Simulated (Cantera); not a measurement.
A closed system holds: 1 mol MgSO4, 1.7 mol CO2, at 1.00 Torr.

Equilibrium computed with Cantera from the NASA thermochemical tables; the gas is ideal and each condensed phase is pure. Candidate condensed phases: C, Mg, MgCO3, MgO, MgS, MgSO4, S; 26 gas species. Rates play no part.

**Question.** At 1173 K, list the 4 most abundant gas species with their mole fractions, and the condensed phases.

**Answer.** CO2 0.532, SO2 0.311, O2 0.156, SO3 0.00144. Condensed: MgO(s).
